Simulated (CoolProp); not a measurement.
Vapour-liquid equilibrium of R134a (1) + methanol (2) at 326 K; x and y are mole fractions of (1).

Computed with CoolProp (multi-fluid Helmholtz-energy mixture model, Tillner-Roth 1994 and de Reuck 1993; pair parameters Bell 2016).

```tsv
x	bubble pressure, mixture model (bar)	bubble pressure, Raoult's law (bar)	y, mixture model	y, Raoult's law
0.05	2.652	1.305	0.762	0.542
0.2	6.188	3.333	0.899	0.849
0.35	7.866	5.361	0.923	0.924
0.5	8.996	7.389	0.936	0.957
0.65	10.13	9.417	0.949	0.977
0.8	11.54	11.44	0.966	0.989
0.95	13.39	13.47	0.990	0.998
```

The largest gap from Raoult's law is +103.2 % in bubble pressure, at x = 0.05. No azeotrope shows between x = 0.05 and 0.95.

The pair parameters rest on a limited set of measurements; away from them the model extrapolates. The gap from Raoult's law changes sign with composition, which may be real or a fault of the pair parameters; it wasn't checked against measurements. With so large a gap from Raoult's law the liquid may split in two, which this calculation doesn't test in full.
